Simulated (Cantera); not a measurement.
Input: 1 mol SiO₂, 5 mol CO, a varied amount of H₂, held at 1302 °C and 1 atm.

Equilibrium computed with Cantera from the NASA thermochemical tables; the gas is ideal and each condensed phase is pure. Candidate condensed phases: C, C₆H₆, C₇H₈, C₈H₁₈, H₂O, Si, SiC, SiO₂; 123 gas species. The tables hold silica as quartz up to 1696 K and as liquid above; real silica turns to tridymite and cristobalite and melts near 1996 K. The numbers say what is thermodynamically allowed, not how fast it happens.

x: gas mole fraction; n: condensed amount in mol.

| n(H₂) (mol) | x CO | x H₂ | x CH₄ | x H₂O | x CO₂ | x H | x SiO | n C(graphite) | n SiO₂(β-quartz) |
|---|---|---|---|---|---|---|---|---|---|
| 1.9 | 0.724 | 0.275 | 0.000139 | 0.000207 | 0.000188 | 2.16e-5 | 1.77e-5 | 0.00156 | 1.000 |
| 2.2 | 0.694 | … | … | 0.000220 | … | 2.28e-5 | 1.84e-5 | … | 1.000 |
| 2.6 | 0.658 | 0.342 | 0.000215 | 0.000234 | 0.000155 | 2.41e-5 | 1.95e-5 | 0.00105 | 1.000 |
| 3.1 | 0.617 | 0.382 | 0.000269 | 0.000245 | 0.000137 | 2.55e-5 | 2.07e-5 | 0.000604 | 1.000 |
| 3.7 | 0.575 | 0.425 | 0.000331 | 0.000254 | 0.000119 | 2.69e-5 | 2.22e-5 | 0 | 1.000 |
| 4.4 | 0.532 | 0.467 | 0.000362 | 0.000288 | 0.000113 | 2.82e-5 | 2.16e-5 | 0 | 1.000 |
| 5.3 | … | 0.514 | 0.000391 | … | 0.000105 | 2.96e-5 | 2.12e-5 | 0 | 1.000 |
| 6.2 | 0.446 | 0.553 | 0.000413 | 0.000350 | 9.74e-5 | 3.07e-5 | 2.10e-5 | 0 | 1.000 |
| 7.4 | 0.403 | 0.596 | 0.000433 | 0.000378 | 8.81e-5 | 3.19e-5 | 2.10e-5 | 0 | 1.000 |
| 8.8 | 0.362 | 0.637 | 0.000447 | 0.000401 | 7.85e-5 | 3.29e-5 | 2.11e-5 | 0 | 1.000 |
| 10 | 0.333 | 0.666 | 0.000455 | 0.000415 | 7.15e-5 | 3.37e-5 | 2.14e-5 | 0 | 1.000 |

Task: Fill in the missing entries.

Result: 
- 2.2, x H₂: 0.305
- 2.2, x CH₄: 0.000172
- 2.2, x CO₂: 0.000173
- 2.2, n C(graphite): 0.00136
- 5.3, x CO: 0.485
- 5.3, x H₂O: 0.000323
